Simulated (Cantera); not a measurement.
Input: 1 mol SiH₂Cl₂, 6.3 mol NH₃, 5.4 mol N₂, equilibrated at 1.33 mbar.

These are equilibrium values from Cantera (NASA tables, ideal gas, pure condensed phases), not measurements of a reactor. Candidate condensed phases: NH₄Cl, Si, Si₃N₄; 28 gas species. Equilibrium is a limit: real reactors are often held back by kinetics, nucleation or transport.

Over these rows the condensed part is Si₃N₄(s). Partial pressures as log10 of bar:

```
T (K)  1000/T (1/K)  log p SiCl₂  log p H₂  log p N₂  log p HCl
-----  ------------  -----------  --------  --------  ---------
1023         0.9775        -9.01     -3.19     -3.26      -3.86
1123         0.8905        -7.80     -3.19     -3.26      -3.86
1223         0.8177        -6.80     -3.19     -3.26      -3.86
1323         0.7559        -5.97     -3.19     -3.26      -3.87
1423         0.7027            ?     -3.18     -3.26      -3.90
1523         0.6566        -4.83     -3.18     -3.26      -3.97
```

Problem. Fit log p(SiCl₂) = a + b·(1000/T) to the five rows, give the apparent enthalpy, and predict the row at 1423 K.

Solution. Means: 1000/T = 0.8196, log p = -6.882. Sxy = -0.793824, Sxx = 0.0605895, so b = -13.10 and a = -6.882 − (-13.10)×0.8196 = 3.86.
Apparent enthalpy: −19.145 × (-13.10) = 251 kJ/mol. With the condensed phases at unit activity, 1/3 Si₃N₄(s) + 2 HCl(g) = SiCl₂(g) + H₂(g) + 2/3 N₂(g) links this pressure to the main gases: over the six rows their terms move log p by -0.23 in all, so the slope isn't that reaction's ΔH° alone. The five rows lie within 0.09 of the line.
Prediction at 1423 K: 3.86 + (-13.10)×0.7027 = -5.35. The computed value is -5.30, 0.05 from the line.
